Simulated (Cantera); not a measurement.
A closed system holds: 1 mol SO2, 0.56 mol O2, held at 1875 °C and 13.3 mbar.

Method: chemical equilibrium by Gibbs-energy minimisation in Cantera with the NASA 1993 tables (ideal gas, pure condensed phases). Candidate condensed phases: S; 10 gas species. The numbers say what is thermodynamically allowed, not how fast it happens.

Base state: SO2 0.631, O2 0.354, O 0.00994, SO 0.00477, SO3 0.000166, S 1.09e-5 (mole fractions); condensed: gas only.

Task: What changes in the equilibrium state with this change: pressure from 13.3 mbar to 2.50 bar?

Result: 
```
species    before     after
-------  --------  --------
SO2         0.631     0.639
O2          0.354     0.358
SO3      0.000166   0.00231
O         0.00994  0.000730
SO        0.00477  0.000350
S         1.09e-5   5.82e-8
```

Task: What changes in the equilibrium state with this change: temperature from 1875 °C to 1127 °C?

Result: 
```csv
species,before,after
SO2,0.631,0.639
O2,0.354,0.358
SO3,0.000166,0.00286
O,0.00994,4.90e-6
SO,0.00477,5.76e-7
S,1.09e-5,<1e-9
```
